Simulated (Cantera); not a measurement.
An isothermal, constant-pressure homogeneous reactor starts with C2H6 : N2 = 1 : 53 (molar parts), at 1700 K and 0.168 atm. Integrator tolerance rtol = 1e-08.

Computed with Cantera and GRI-Mech 3.0 (53 species, 325 reactions). GRI-Mech 3.0 stops at C3 and has no aromatics, soot or wall deposition, so with more carbon than oxygen in the feed, carbon stays in small species such as C2H2 where larger ones or solid carbon would form.

**Question.** What does this change do: pressure from 0.168 atm to 0.987 atm?

**Answer.** 
| quantity | before | after |
|---|---|---|
| x(C2H6) at 200 s | 6.48e-11 (gas-phase equilibrium 1.16e-11) | 2.42e-9 (gas-phase equilibrium 3.99e-10) |
| x(C2H2) at 200 s | 0.0178 (gas-phase equilibrium 0.00289) | 0.0177 (gas-phase equilibrium 0.00288) |
| x(C2H) at 200 s | 1.89e-7 (gas-phase equilibrium 3.07e-8) | 7.80e-8 (gas-phase equilibrium 1.26e-8) |
| x(CH2) at 200 s | 1.38e-9 (gas-phase equilibrium 5.93e-10) | 1.46e-9 (gas-phase equilibrium 5.92e-10) |
| x(CH3) at 200 s | 7.00e-7 (gas-phase equilibrium 3.01e-7) | 1.80e-6 (gas-phase equilibrium 7.29e-7) |

**Question.** What does this change do: N2 53 to 71 parts?

**Answer.** 
```
quantity                                             before                                      after
----------------  -----------------------------------------  -----------------------------------------
x(C2H6) at 200 s  6.48e-11 (gas-phase equilibrium 1.16e-11)  2.56e-11 (gas-phase equilibrium 4.02e-12)
x(C2H2) at 200 s     0.0178 (gas-phase equilibrium 0.00289)     0.0135 (gas-phase equilibrium 0.00175)
x(C2H) at 200 s     1.89e-7 (gas-phase equilibrium 3.07e-8)    1.65e-7 (gas-phase equilibrium 2.14e-8)
x(CH2) at 200 s    1.38e-9 (gas-phase equilibrium 5.93e-10)  9.80e-10 (gas-phase equilibrium 4.02e-10)
x(CH3) at 200 s     7.00e-7 (gas-phase equilibrium 3.01e-7)    4.34e-7 (gas-phase equilibrium 1.78e-7)
```
